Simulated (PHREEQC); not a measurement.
A column of 0.5 m (30 cells, dispersivity 0.018 m, 3600 s a shift, diffusion coefficient 3e-10 m²/s) holds 0.065 eq of the database's cation exchanger X per kg of pore water, first in equilibrium with 50 mmol/kgw MgCl2, 71 mmol/kgw CdCl2 and 0.01 mmol/kgw HCl. It is flushed with 0.023 mol/kgw Na2SO4 and 1e-05 mol/kgw HCl, at 25 °C. Values are for the last cell. The system is closed to CO2. No solid was allowed to form.

All values are PHREEQC results (ion-association model, phreeqc.dat), not measurements.

**Question.** Predict Na in solution (mol/kgw), S in solution (mol/kgw), Cl in solution (mol/kgw) at pore volumes = 1.183, 1.85, 4.85.

**Answer.** 
| pore volumes | Na in solution (mol/kgw) | S in solution (mol/kgw) | Cl in solution (mol/kgw) |
|---|---|---|---|
| 1.183 | 0.0180 | 0.0179 | 0.0540 |
| 1.85 | 0.0298 | 0.0228 | 0.00171 |
| 4.85 | 0.0424 | 0.0230 | 1.00e-5 |
